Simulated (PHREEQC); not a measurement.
Make-up at 80 °C: 0.0012 mol H2SO4 per kg of water. Closed to the air; pH follows from the charge balance.

All values are PHREEQC results (ion-association model, phreeqc.dat), not measurements.

This is a speciation only: nothing precipitates in the calculation.

What pH, specific conductance does the model give?

pH 2.74; specific conductance 1970 µS/cm.

In which forms is S present?

SO4-2 62 %, HSO4- 38 % of the S.

Complexes and solids missing from the database can't appear. Away from 25 °C the constants follow the database's enthalpies or fits; those with neither stay at their 25 °C values.
